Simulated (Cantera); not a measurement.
Feed: 1 mol Zr, 0.067 mol H2O, 5.2 mol N2, held at 9700 Pa.

Cantera equilibrium calculation (NASA polynomials, part measured and part estimated; ideal gas, pure solids and liquids). Candidate condensed phases: H2O, Zr, ZrN, ZrO2; 28 gas species. Mutual solubility and eutectic melting of coexisting phases are not modelled. ZrN: taken at fixed stoichiometry. Condensed phases not in the tables: solid solutions among these carbides, nitrides and lower oxides. The numbers say what is thermodynamically allowed, not how fast it happens.

x: gas mole fraction; n: condensed amount in mol.

```tsv
T (K)	x N2	x H	x H2	x ZrO	x ZrO2	x Zr	x O	n ZrN(s)	n ZrO2(tetragonal)	n ZrO2(s)
1623	0.986	2.63e-5	0.0140	<1e-12	<1e-12	<1e-12	<1e-12	0.967	0.0335	0
1723	0.986	6.92e-5	0.0140	1.86e-12	<1e-12	<1e-12	<1e-12	0.967	0.0335	0
1823	0.986	0.000164	0.0139	3.92e-11	3.68e-12	<1e-12	7.71e-12	0.967	0.0335	0
1923	0.986	?	0.0138	?	?	<1e-12	?	0.967	0.0335	0
2023	0.986	0.000712	0.0136	6.92e-9	5.81e-10	2.77e-12	4.30e-10	0.967	0.0335	0
2123	0.985	0.00133	0.0133	6.33e-8	5.06e-9	4.06e-11	2.42e-9	0.967	0.0335	0
2223	0.985	0.00233	0.0128	4.72e-7	3.62e-8	4.64e-10	1.17e-8	0.967	0.0335	0
2323	0.984	0.00384	0.0121	2.95e-6	2.18e-7	4.29e-9	4.93e-8	0.967	0.0335	0
2423	0.983	0.00596	0.0110	1.58e-5	1.12e-6	3.30e-8	1.85e-7	0.966	0.0334	0
2523	0.982	0.00873	0.00957	7.37e-5	5.08e-6	2.15e-7	6.25e-7	0.966	0.0333	0
2623	0.980	0.0120	0.00790	0.000305	2.04e-5	1.21e-6	1.93e-6	0.966	0	0.0326
2723	0.977	?	?	?	?	?	?	0.964	0	0.0304
2823	0.973	0.0188	0.00438	0.00382	0.000243	2.65e-5	1.45e-5	0.957	0	0.0230
```

Question: Some entries are withheld; supply them.

Answer: 
- 2723, x H: 0.0155
- 2723, x H2: 0.00610
- 2723, x ZrO: 0.00113
- 2723, x ZrO2: 7.38e-5
- 2723, x Zr: 5.99e-6
- 2723, x O: 5.48e-6
- 1923, x H: 0.000356
- 1923, x ZrO: 5.98e-10
- 1923, x ZrO2: 5.29e-11
- 1923, x O: 6.39e-11
